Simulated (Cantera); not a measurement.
A closed system holds: 1 mol HCl, 0.04 mol O2, 3.9 mol N2, equilibrated at 72.0 bar.

Method: chemical equilibrium by Gibbs-energy minimisation in Cantera with the NASA 1993 tables (ideal gas, pure condensed phases). Candidate condensed phases: H2O, NH4Cl; 29 gas species. The ideal-gas law is rough above about 30 bar. Equilibrium is a limit: real reactors are often held back by kinetics, nucleation or transport. All values below are at 1825 °C.

Base state: N2 0.790, HCl 0.178, H2O 0.0121, Cl 0.0104, Cl2 0.00694, O2 0.00155, NO 0.000851, OH 0.000113 (mole fractions); condensed: gas only.

**Question.** What changes in the equilibrium state with this change: pressure from 72.0 bar to 16.0 Pa?

**Answer.** 
```
species   before    after
-------  -------  -------
N2         0.790    0.737
Cl        0.0104    0.103
HCl        0.178   0.0862
H        1.67e-6   0.0365
H2       2.11e-5   0.0225
H2O       0.0121  0.00981
Cl2      0.00694  1.52e-6
HOCl     2.72e-5  1.01e-8
O        6.36e-6  0.00219
```
